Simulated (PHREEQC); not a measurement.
Model water analysis in mg/L, 20 °C, pH 6.79, pe 11.1:

```json
[
 {"constituent": "Na", "mg/L": "0.0838"},
 {"constituent": "K", "mg/L": "0.0172"},
 {"constituent": "Ca", "mg/L": "0.149"},
 {"constituent": "Mg", "mg/L": "0.0545"},
 {"constituent": "Cl", "mg/L": "0.168"},
 {"constituent": "S(6) as SO4", "mg/L": "0.029"},
 {"constituent": "Alkalinity as HCO3", "mg/L": "0.644"},
 {"constituent": "Si as SiO2", "mg/L": "0.000353"}
]
```

Cl is adjusted to close the charge balance.
Valence states are taken as typed.

Computed with PHREEQC (ion-association model, phreeqc.dat).

Each row changes one thing in this solution. This is a speciation only: nothing precipitates in the calculation.

```tsv
case	HCO3- (mol/kgw)	CO2 (mol/kgw)	CO3-2 (mol/kgw)	CaHCO3+ (mol/kgw)	MgHCO3+ (mol/kgw)	CaSO4 (mol/kgw)	SI of Quartz (SiO2)
as made	1.07e-5	4.15e-6	2.82e-9	4.55e-10	2.68e-10	1.84e-10	-4.18
pH from 6.79 to 5.79 at the same alkalinity	1.22e-5	4.73e-5	3.22e-10	5.19e-10	3.06e-10	1.83e-10	-4.18
S(6) from 0.029 to 0.058 mg/L	1.07e-5	4.15e-6	2.82e-9	4.55e-10	2.68e-10	3.67e-10	-4.18
all concentrations times 3 at the same typed pH	3.17e-5	1.23e-5	8.47e-9	3.99e-9	2.36e-9	1.60e-9	-3.70
```
